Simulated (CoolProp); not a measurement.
Vapour-liquid equilibrium of cyclopropane (1) + R134a (2) at 332.5 K; x and y are mole fractions of (1).

The numbers come from the multi-fluid Helmholtz-energy mixture model, Polt 1992 and Tillner-Roth 1994; pair parameters Bell 2016 in CoolProp. This equation is an older, rougher fit; its heat capacities, sound speeds and derivatives of the liquid may be far off and weren't checked against measurements.

| x | bubble pressure, mixture model (kPa) | bubble pressure, Raoult's law (kPa) | y, mixture model | y, Raoult's law |
|---|---|---|---|---|
| 0.05 | 1759 | 1656 | 0.085 | 0.050 |
| 0.2 | 1989 | 1657 | 0.274 | 0.200 |
| 0.35 | 2117 | 1657 | 0.405 | 0.350 |
| 0.5 | 2163 | 1657 | 0.508 | 0.500 |
| 0.65 | 2139 | 1658 | 0.605 | 0.650 |
| 0.8 | 2033 | 1658 | 0.718 | 0.800 |
| 0.95 | 1790 | 1659 | 0.901 | 0.950 |

The largest gap from Raoult's law is +30.5 % in bubble pressure, at x = 0.5. y crosses x between x = 0.5 and 0.65: the model has an azeotrope there.

Pair parameters are fitted to limited data, so mixtures are less certain than the pure fluids.
